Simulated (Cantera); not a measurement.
## NO annealing gas

An isothermal, constant-pressure homogeneous reactor starts with NO : N2 = 1 : 0.61 (molar parts), at 1650 K and 67.5 Torr.

Model: GRI-Mech 3.0 (53 species, 325 reactions), integrated in Cantera.

```json
[
 {"t (s)": "0.000100", "x NO": "0.621", "x NO2": "7.44e-9", "x O2": "9.92e-11", "x N2": "0.379", "x N2O": "1.85e-7", "x O": "1.78e-7"},
 {"t (s)": "0.000416", "x NO": "0.621", "x NO2": "1.18e-7", "x O2": "1.60e-9", "x N2": "0.379", "x N2O": "7.69e-7", "x O": "6.56e-7"},
 {"t (s)": "0.00173", "x NO": "0.621", "x NO2": "1.47e-6", "x O2": "2.42e-8", "x N2": "0.379", "x N2O": "3.17e-6", "x O": "1.76e-6"},
 {"t (s)": "0.00721", "x NO": "0.621", "x NO2": "1.06e-5", "x O2": "4.04e-7", "x N2": "0.379", "x N2O": "1.27e-5", "x O": "2.85e-6"},
 {"t (s)": "0.0300", "x NO": "0.621", "x NO2": "4.47e-5", "x O2": "8.98e-6", "x N2": "0.379", "x N2O": "4.58e-5", "x O": "4.87e-6"},
 {"t (s)": "0.125", "x NO": "0.621", "x NO2": "8.35e-5", "x O2": "0.000137", "x N2": "0.379", "x N2O": "0.000112", "x O": "7.11e-6"},
 {"t (s)": "0.520", "x NO": "0.619", "x NO2": "9.49e-5", "x O2": "0.000874", "x N2": "0.380", "x N2O": "0.000137", "x O": "7.95e-6"},
 {"t (s)": "2.16", "x NO": "0.613", "x NO2": "0.000119", "x O2": "0.00398", "x N2": "0.383", "x N2O": "0.000133", "x O": "9.44e-6"},
 {"t (s)": "9.00", "x NO": "0.588", "x NO2": "0.000183", "x O2": "0.0165", "x N2": "0.395", "x N2O": "0.000121", "x O": "1.37e-5"}
]
```
x: mole fraction; the columns are a selection and need not sum to one.

Equilibrium at this temperature and pressure: NO 0.00272, NO2 3.49e-6, O2 0.309, N2 0.688, N2O 4.49e-8, O 4.83e-5 (gas phase only).
